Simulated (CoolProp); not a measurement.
Properties of R143a along the isobar 0.402 MPa (Tc = 345.9 K, pc = 3.762 MPa, ω = 0.261).

Values from CoolProp's reference Helmholtz-energy equation of state, Lemmon and Jacobsen 2000.

```
T (K)   phase  expansivity (1/kK)  viscosity (µPa s)
-----  ------  ------------------  -----------------
179.2  liquid               1.913                [?]
214.1  liquid               2.202                245
248.9  liquid               2.726                177
283.7     gas                 [?]               10.6
318.6     gas               3.805                [?]
353.4     gas               3.228               13.2
388.3     gas               2.833                [?]
423.1     gas               2.540               15.7
457.9     gas               2.310                [?]
492.8     gas               2.121               17.9
```

Task: Complete the blanks.

Result: 
- 179.2, viscosity (µPa s): 373
- 283.7, expansivity (1/kK): 4.793
- 318.6, viscosity (µPa s): 12.0
- 388.3, viscosity (µPa s): 14.5
- 457.9, viscosity (µPa s): 16.8

Viscosity comes from a separate model (Klein 1997), an estimate that may be off by 10 % or more.
